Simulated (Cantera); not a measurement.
An adiabatic, constant-pressure homogeneous reactor starts with H2 : O2 : N2 = 1 : 0.25 : 1.38 (molar parts), at 1750 K and 5.00 bar. Integrator tolerance rtol = 1e-08.

Computed with Cantera and the H2/O2 subset of GRI-Mech 3.0, which has no nitrogen chemistry. The hydrogen kinetics of GRI-Mech 3.0 are dated; newer H2 mechanisms differ, most at raised pressure.

Q: What does this change do: N2 1.38 to 3.4 parts?

A: 
```json
[
 {"quantity": "time of steepest temperature rise", "before": "1.73 µs", "after": "3.12 µs"},
 {"quantity": "temperature at 0.400 s", "before": "2888 K", "after": "2478 K"},
 {"quantity": "equilibrium temperature", "before": "2888 K", "after": "2478 K"},
 {"quantity": "x(H2) at 0.400 s", "before": "0.200 (gas-phase equilibrium 0.200)", "after": "0.112 (gas-phase equilibrium 0.112)"},
 {"quantity": "x(O2) at 0.400 s", "before": "0.000184 (gas-phase equilibrium 0.000184)", "after": "5.82e-6 (gas-phase equilibrium 5.82e-6)"},
 {"quantity": "x(O) at 0.400 s", "before": "0.000464 (gas-phase equilibrium 0.000464)", "after": "1.41e-5 (gas-phase equilibrium 1.41e-5)"},
 {"quantity": "x(OH) at 0.400 s", "before": "0.00672 (gas-phase equilibrium 0.00672)", "after": "0.000696 (gas-phase equilibrium 0.000696)"},
 {"quantity": "x(HO2) at 0.400 s", "before": "3.69e-7 (gas-phase equilibrium 3.69e-7)", "after": "8.17e-9 (gas-phase equilibrium 8.17e-9)"},
 {"quantity": "x(H2O2) at 0.400 s", "before": "8.80e-8 (gas-phase equilibrium 8.80e-8)", "after": "4.08e-9 (gas-phase equilibrium 4.08e-9)"},
 {"quantity": "x(H2O) at 0.400 s", "before": "0.199 (gas-phase equilibrium 0.199)", "after": "0.113 (gas-phase equilibrium 0.113)"}
]
```

Q: What does this change do: pressure from 5.00 bar to 0.440 bar?

A: 
```csv
quantity,before,after
time of steepest temperature rise,1.73 µs,18.8 µs
temperature at 0.400 s,2888 K,2726 K
equilibrium temperature,2888 K,2726 K
x(H2) at 0.400 s,0.200 (gas-phase equilibrium 0.200),0.191 (gas-phase equilibrium 0.191)
x(O2) at 0.400 s,0.000184 (gas-phase equilibrium 0.000184),0.000600 (gas-phase equilibrium 0.000600)
x(O) at 0.400 s,0.000464 (gas-phase equilibrium 0.000464),0.00149 (gas-phase equilibrium 0.00149)
x(OH) at 0.400 s,0.00672 (gas-phase equilibrium 0.00672),0.0108 (gas-phase equilibrium 0.0108)
x(HO2) at 0.400 s,3.69e-7 (gas-phase equilibrium 3.69e-7),3.40e-7 (gas-phase equilibrium 3.40e-7)
x(H2O2) at 0.400 s,8.80e-8 (gas-phase equilibrium 8.80e-8),3.41e-8 (gas-phase equilibrium 3.41e-8)
x(H2O) at 0.400 s,0.199 (gas-phase equilibrium 0.199),0.191 (gas-phase equilibrium 0.191)
```
